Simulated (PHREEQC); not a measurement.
A solution holds 0.0049 mol/kgw H2SO4, 0.084 mol/kgw AlCl3 and 3.6e-05 mol/kgw KCl, at 25 °C. It is in equilibrium with CO2 at log p = -3.5 (atm). Otherwise closed; pH follows from the charge balance.

The numbers come from PHREEQC with the ion-association model, phreeqc.dat.

**Question.** The ionic strength comes out as 0.493 mol/kgw. What activity coefficients do K+, AlHSO4+2, Al(SO4)2-, AlSO4+, Al+3 get?

**Answer.** K+ 0.64, AlHSO4+2 0.29, Al(SO4)2- 0.67, AlSO4+ 0.67, Al+3 0.090.

Precipitation was switched off in this run.
